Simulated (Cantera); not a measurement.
An adiabatic, constant-pressure homogeneous reactor starts with 5.78 % CH4, 1.39 % H2, 19.5 % O2, 73.4 % N2, at 1373 K and 190000 Pa.

Detailed kinetics in Cantera: GRI-Mech 3.0 (53 species, 325 reactions).

**Question.** Predict: time of steepest temperature rise; temperature at 0.700 s; equilibrium temperature; x(H2) at 0.700 s; x(O2) at 0.700 s; x(O) at 0.700 s; x(HCO) at 0.700 s.

**Answer.** 
| Item | Result |
|---|---|
| time of steepest temperature rise | 0.639 ms |
| temperature at 0.700 s | 2503 K |
| equilibrium temperature | 2503 K |
| x(H2) at 0.700 s | 0.00208 (gas-phase equilibrium 0.00208) |
| x(O2) at 0.700 s | 0.0659 (gas-phase equilibrium 0.0659) |
| x(O) at 0.700 s | 0.00275 (gas-phase equilibrium 0.00275) |
| x(HCO) at 0.700 s | 1.26e-9 (gas-phase equilibrium 1.26e-9) |
